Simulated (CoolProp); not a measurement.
Vapour-liquid equilibrium of CH2F2 (R32) (1) + propylene (2) at 277.5 K; x and y are mole fractions of (1).

The numbers come from the multi-fluid Helmholtz-energy mixture model, Tillner-Roth 1997 and Lemmon 2013; pair parameters Bell 2016 in CoolProp.

Problem. Give the bubble pressure and the first vapour's composition at x = 0.2, 0.575, 0.875. Is there an azeotrope?

Solution. x = 0.2: 9.533 bar, y = 0.383; x = 0.575: 11.20 bar, y = 0.614; x = 0.875: 10.68 bar, y = 0.801. y crosses x between x = 0.575 and 0.65: the model has an azeotrope there.

Pair parameters are fitted to limited data, so mixtures are less certain than the pure fluids.
